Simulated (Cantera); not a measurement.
An isothermal, constant-pressure homogeneous reactor starts with 30.1 % H2, 69.9 % O2, equivalence ratio 0.21, at 1075 K and 2.70 Torr.

Computed with Cantera and GRI-Mech 3.0 (53 species, 325 reactions). Radical loss at walls, strong at low pressure, is not modelled. The temperature is held fixed by assumption; the heat of reaction is taken as removed at once.

x: mole fraction; the columns are a selection and need not sum to one.

```tsv
t (s)	x H2	x O2	x OH	x HO2	x H2O2
0.000200	0.301	0.699	8.14e-11	7.42e-10	<1e-12
0.000511	0.301	0.699	3.85e-10	…	<1e-12
0.00130	0.301	0.699	3.84e-9	…	6.20e-12
0.00333	0.301	0.699	5.90e-7	…	4.58e-11
0.00850	0.0889	0.600	0.0102	…	1.43e-7
0.0217	0.0151	0.567	0.00735	…	7.94e-8
0.0554	0.0117	0.594	0.00662	4.14e-6	1.13e-7
0.141	0.00471	0.629	0.00427	…	1.84e-7
0.361	0.000642	0.644	0.00156	…	1.99e-7
0.922	6.69e-5	0.646	0.000503	…	1.01e-7
2.35	1.05e-5	0.646	0.000202	…	4.10e-8
6.01	2.41e-6	0.646	9.77e-5	…	1.71e-8
15.3	6.86e-7	0.646	5.25e-5	…	7.27e-9
39.2	2.21e-7	0.646	2.99e-5	…	3.07e-9
100	7.69e-8	0.646	1.77e-5	…	1.28e-9
```

Question: Complete the blanks.

Answer: 
- 0.000511, x HO2: 1.90e-9
- 0.00130, x HO2: 4.87e-9
- 0.00333, x HO2: 1.95e-8
- 0.00850, x HO2: 2.96e-6
- 0.0217, x HO2: 3.59e-6
- 0.141, x HO2: 4.49e-6
- 0.361, x HO2: 2.92e-6
- 0.922, x HO2: 8.30e-7
- 2.35, x HO2: 1.86e-7
- 6.01, x HO2: 4.91e-8
- 15.3, x HO2: 1.53e-8
- 39.2, x HO2: 5.56e-9
- 100, x HO2: 2.61e-9
